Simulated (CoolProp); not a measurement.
Vapour-liquid equilibrium of cyclohexane (1) + n-octane (2) at 337.1 K; x and y are mole fractions of (1).

Computed with CoolProp (multi-fluid Helmholtz-energy mixture model, Zhou 2014 and Beckmüller 2019; pair parameters Bell 2016).

| x | bubble pressure (MPa) | y at the bubble point | dew pressure at overall composition x (MPa) | liquid density (mol/L) |
|---|---|---|---|---|
| 0.05 | 0.01476 | 0.200 | 0.01292 | 5.934 |
| 0.2 | 0.02190 | 0.543 | 0.01476 | 6.259 |
| 0.35 | 0.02904 | 0.718 | 0.01721 | 6.617 |
| 0.5 | 0.03611 | 0.824 | 0.02064 | 7.017 |
| 0.65 | 0.04310 | 0.895 | 0.02577 | 7.463 |
| 0.8 | 0.05007 | 0.948 | 0.03423 | 7.967 |
| 0.95 | 0.05708 | 0.988 | 0.05044 | 8.540 |

No azeotrope shows between x = 0.05 and 0.95.

The pair parameters rest on a limited set of measurements; away from them the model extrapolates.
